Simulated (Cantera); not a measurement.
Mixture: H₂ : O₂ : N₂ = 1 : 0.263 : 1.82 (molar parts), at 1.00 bar, adiabatic and at constant volume. Ignition delay is the time to a rise of 400 K.

Computed with Cantera and the H2/O2 subset of GRI-Mech 3.0, which has no nitrogen chemistry. Where the delays flatten at high temperature, the 400 K rule measures the pace of heat release, not the induction time.

**Question.** What does this change do: H2 1 to 2.2 parts?

**Answer.** 
| quantity | before | after |
|---|---|---|
| delay at 1175 K | 80.8 µs | 0.103 ms |
| delay at 1325 K | 40.4 µs | 54.0 µs |
| delay at 1475 K | 27.1 µs | 39.8 µs |
| delay at 1625 K | 22.8 µs | 37.3 µs |
| delay at 1775 K | 22.7 µs | 40.6 µs |

**Question.** What does this change do: O2 0.263 to 0.13 parts?

**Answer.** 
| quantity | before | after |
|---|---|---|
| delay at 1175 K | 80.8 µs | 0.161 ms |
| delay at 1325 K | 40.4 µs | 99.2 µs |
| delay at 1475 K | 27.1 µs | 88.2 µs |
| delay at 1625 K | 22.8 µs | 95.8 µs |
| delay at 1775 K | 22.7 µs | 0.114 ms |
